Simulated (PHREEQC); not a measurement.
Synthetic water in mmol/kgw, 25 °C, pH 8.23, pe 8.1: Na 139; K 15.3; Ca 2.45; Mg 7.78; Cl 162; S(6) 3.8; Alkalinity (meq/kgw) 0.211; Cd 0.802.

Valence states are taken as typed.

Equilibrium calculation in PHREEQC: ion-association model, wateq4f.dat.

Precipitation was switched off in this run.

Problem. Estimate the activity of water.

Solution. activity of water 0.994.

Problem. In which forms is S present?

Solution. SO4-2 68 %, NaSO4- 14 %, MgSO4 12 %, CaSO4 3.0 %, KSO4- 2.1 % of the S.

Saturation is exceeded, for instance for Otavite; the values hold only as long as no solid forms.
